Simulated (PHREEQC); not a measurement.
Dissolve 120 mmol/kgw HF, 54 mmol/kgw CsF and 10 mmol/kgw H3PO4 at 25 °C. Closed to the air; pH follows from the charge balance.

Computed with PHREEQC (ion-association model, wateq4f.dat).

Precipitation was switched off in this run.

**Question.** Estimate the pH, ionic strength.

**Answer.** pH 2.73; ionic strength 0.0562 mol/kgw.

**Question.** In which forms is P present?

**Answer.** H2PO4- 82 %, H3PO4 18 % of the P.

Species that the database lacks are ignored. wateq4f.dat counts part of the HF as a dimer, H2F2, which phreeqc.dat doesn't know; its constant is uncertain. H3PO4, which wateq4f.dat lacks, is added to it with the constant of phreeqc.dat.
